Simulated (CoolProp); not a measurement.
The numbers come from the reference Helmholtz-energy equation of state, Zhou 2012 in CoolProp.

Problem. Give the vapour pressure (MPa), vapour density (kg/m³), surface tension (mN/m) of saturated ethylbenzene at 52.45 °C.

Solution. 
```json
[
 {"T (°C)": "52.45", "p (MPa)": "0.00526", "vapour density (kg/m³)": "0.207", "surface tension (mN/m)": "25.6"}
]
```

Surface tension comes from a separate correlation (Mulero 2014).
